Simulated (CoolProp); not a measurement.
Vapour-liquid equilibrium of cyclohexane (1) + ethylbenzene (2) at 380.3 K; x and y are mole fractions of (1).

Values from CoolProp's multi-fluid Helmholtz-energy mixture model, Zhou 2014 and Zhou 2012; pair parameters Bell 2016.

```json
[
 {"x": "0.05", "bubble pressure, mixture model (MPa)": "0.05346", "bubble pressure, Raoult's law (MPa)": "0.05166", "y, mixture model": "0.226", "y, Raoult's law": "0.204"},
 {"x": "0.2", "bubble pressure, mixture model (MPa)": "0.08313", "bubble pressure, Raoult's law (MPa)": "0.07673", "y, mixture model": "0.572", "y, Raoult's law": "0.548"},
 {"x": "0.35", "bubble pressure, mixture model (MPa)": "0.1106", "bubble pressure, Raoult's law (MPa)": "0.1018", "y, mixture model": "0.731", "y, Raoult's law": "0.723"},
 {"x": "0.5", "bubble pressure, mixture model (MPa)": "0.1356", "bubble pressure, Raoult's law (MPa)": "0.1269", "y, mixture model": "0.824", "y, Raoult's law": "0.829"},
 {"x": "0.65", "bubble pressure, mixture model (MPa)": "0.1586", "bubble pressure, Raoult's law (MPa)": "0.1519", "y, mixture model": "0.887", "y, Raoult's law": "0.900"},
 {"x": "0.8", "bubble pressure, mixture model (MPa)": "0.1805", "bubble pressure, Raoult's law (MPa)": "0.1770", "y, mixture model": "0.938", "y, Raoult's law": "0.951"},
 {"x": "0.95", "bubble pressure, mixture model (MPa)": "0.2027", "bubble pressure, Raoult's law (MPa)": "0.2021", "y, mixture model": "0.985", "y, Raoult's law": "0.989"}
]
```

The largest gap from Raoult's law is +8.6 % in bubble pressure, at x = 0.35. No azeotrope shows between x = 0.05 and 0.95.

Pair parameters are fitted to limited data, so mixtures are less certain than the pure fluids.
